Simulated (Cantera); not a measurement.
Charge: 1 mol Si3N4, 0.039 mol CO2, 87 mol N2, 0.026 mol N2O, at 0.0825 Torr.

These are equilibrium values from Cantera (NASA tables, ideal gas, pure condensed phases), not measurements of a reactor. Candidate condensed phases: C, Si, SiC, SiO2, Si2N2O, Si3N4; 34 gas species. Mutual solubility and eutectic melting of coexisting phases are not modelled. Rates play no part.

Problem. Which condensed phases are stable at each of these points (T (K)): 1400, 1450, 1500, 1550, 1600, 1650, 1700?

Solution. 
```
T (K)               condensed phases  Si condensed (%)
-----  -----------------------------  ----------------
1400   SiC(s) + Si2N2O(s) + Si3N4(s)              99.4
1450               SiC(s) + Si3N4(s)              97.2
1500               SiC(s) + Si3N4(s)              96.6
1550                  Si(s) + SiC(s)              95.7
1600                  Si(s) + SiC(s)              93.9
1650                  Si(s) + SiC(s)              89.1
1700                  Si(l) + SiC(s)              77.3
```

At 1400 K the condensed part is SiC(s) + Si2N2O(s) + Si3N4(s). From 1450 K to 1500 K the condensed part is SiC(s) + Si3N4(s). From 1550 K to 1650 K the condensed part is Si(s) + SiC(s). At 1700 K the condensed part is Si(l) + SiC(s).
